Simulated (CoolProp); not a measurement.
Vapour-liquid equilibrium of n-pentane (1) + toluene (2) at 305.1 K; x and y are mole fractions of (1).

Computed with CoolProp (multi-fluid Helmholtz-energy mixture model, Thol 2019 and Lemmon 2006; pair parameters Bell 2016).

Give the bubble pressure and the first vapour's composition at x = 0.65, 0.75, 0.95. Is there an azeotrope?

x = 0.65: 0.06275 MPa, y = 0.960; x = 0.75: 0.06946 MPa, y = 0.972; x = 0.95: 0.08389 MPa, y = 0.994. No azeotrope shows between x = 0.05 and 0.95.

The pair parameters rest on a limited set of measurements; away from them the model extrapolates.
